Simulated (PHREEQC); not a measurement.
PHREEQC input (Pitzer model, pitzer.dat):

```
SOLUTION 1
  temp 50
  units mol/kgw
  pH 7 charge
  S(6) 0.0416
  Mg 0.0036
  K 0.076
END
USE solution 1
INCREMENTAL_REACTIONS false
REACTION 1
  H2O -1
  0 9.886 18.011 24.689 30.178 34.689 38.397 41.444
  43.949 46.007 47.699 49.089 50.232 51.172 51.944 52.578
  53.1 53.528 53.88 54.17 54.408 54.603 54.764 54.896
  55.005 55.094 55.168 55.228 moles
EQUILIBRIUM_PHASES 1
  Arcanite 0 0
  Brucite 0 0
  Epsomite 0 0
  Hexahydrite 0 0
  Kieserite 0 0
  Leonite 0 0
  Misenite 0 0
  Schoenite 0 0
SELECTED_OUTPUT 1
  -reset false
  -pH true
  -pe true
  -ionic_strength true
  -water true
  -activities H2O
  -totals K Mg S
  -molalities H+ K+ Mg+2 SO4-2 OH- HSO4- MgOH+
  -equilibrium_phases Arcanite Brucite Epsomite Hexahydrite Kieserite Leonite Misenite Schoenite
PRINT
  -reset false
END
```

Selected output (columns that matter, 16 of 28 rows; water left (kg) added in front):

```
water left (kg)	pH	mu	K	Mg	S	m_H+	m_K+	m_Mg+2	m_SO4-2	m_OH-	la_H2O	Arcanite
1	6.8731	0.1284	0.076	0.0036	0.0416	1.9623e-07	0.076	0.0035999	0.0416	5.4683e-07	-0.00077072	0
0.675514	6.9023	0.19008	0.11251	0.0053293	0.061583	1.9632e-07	0.11251	0.0053292	0.061582	6.0695e-07	-0.0011118	0
0.456313	6.9301	0.28138	0.16655	0.0078893	0.091165	1.9889e-07	0.16655	0.0078891	0.091165	6.715e-07	-0.0016016	0
0.375043	6.9432	0.34236	0.20264	0.0095989	0.11092	2.012e-07	0.20264	0.0095987	0.11092	7.0478e-07	-0.0019213	0
0.253345	6.9674	0.50682	0.29999	0.01421	0.1642	2.079e-07	0.29999	0.01421	0.1642	7.7136e-07	-0.0027617	0
0.171138	6.9886	0.75027	0.44409	0.021036	0.24308	2.17e-07	0.44409	0.021035	0.24308	8.3444e-07	-0.0039637	0
0.115613	7.0065	1.1106	0.65737	0.031138	0.35982	2.267e-07	0.65737	0.031138	0.35982	8.8891e-07	-0.0056812	0
0.0780853	7.0218	1.6443	0.9733	0.046103	0.53275	2.3163e-07	0.9733	0.046103	0.53275	9.3024e-07	-0.0081472	0
0.0641769	7.0293	2.0007	1.1842	0.056095	0.64821	2.2879e-07	1.1842	0.056094	0.64821	9.4565e-07	-0.0097699	0
0.0433504	7.046	2.942	1.7399	0.083044	0.95299	2.0216e-07	1.7399	0.083043	0.95299	9.6963e-07	-0.014065	0.00028731
0.0292979	6.9821	3.1166	1.7501	0.12288	0.99791	2.273e-07	1.7501	0.12287	0.99791	8.7708e-07	-0.01438	0.012363
0.0197855	6.9079	3.3749	1.7647	0.18195	1.0643	2.5783e-07	1.7647	0.18195	1.0643	7.8953e-07	-0.01485	0.020542
0.0133718	6.8238	3.7547	1.7852	0.26922	1.1618	2.9243e-07	1.7852	0.26922	1.1618	7.1194e-07	-0.015545	0.026064
0.0109937	6.7778	4.0069	1.798	0.32746	1.2265	3.1032e-07	1.798	0.32746	1.2265	6.7772e-07	-0.016012	0.028116
0.00742651	6.6769	4.6825	1.829	0.48475	1.3993	3.4358e-07	1.829	0.48475	1.3993	6.1883e-07	-0.017288	0.031208
0.00501236	6.56	5.6719	1.866	0.71822	1.6512	3.6495e-07	1.866	0.71822	1.6512	5.715e-07	-0.019265	0.033323
```

Complexes and solids missing from the database can't appear. Constants without temperature data keep their 25 °C values here.
